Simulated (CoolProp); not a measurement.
Benzene along the isotherm 346.85 °C: density (kg/m³) from the reference equation and from simpler models built on Tc = 288.9 °C, pc = 4.906 MPa, ω = 0.211; each cubic takes its own stable root.

The numbers come from the reference Helmholtz-energy equation of state, Thol 2012 in CoolProp.

| p (MPa) | phase | reference | ideal gas | van der Waals | Redlich-Kwong | Soave-Redlich-Kwong |
|---|---|---|---|---|---|---|
| 1.12 | gas | 18.01 | 16.97 | 17.97 | 18.06 | 18.01 |
| 2.23 | gas | 38.35 | 33.79 | 38.24 | 38.59 | 38.31 |
| 3.35 | gas | 62.36 | 50.76 | 62.34 | 63.02 | 62.17 |
| 4.46 | gas | 91.29 | 67.58 | 92.09 | 92.75 | 90.57 |
| 5.58 | supercritical | 128.7 | 84.55 | 133.7 | 131.9 | 126.4 |
| 6.69 | supercritical | 179.3 | 101.4 | 200.9 | 185.8 | 172.3 |
| 7.81 | supercritical | 250.0 | 118.3 | 268.5 | 254.1 | 228.9 |
| 8.92 | supercritical | 326.4 | 135.2 | 303.4 | 309.6 | 282.1 |
| 10 | supercritical | 379.5 | 151.5 | 325.0 | 347.2 | 322.2 |
| 11.2 | supercritical | 417.8 | 169.7 | 342.6 | 377.7 | 355.7 |
| 12.3 | supercritical | 442.7 | 186.4 | 355.3 | 399.6 | 379.7 |
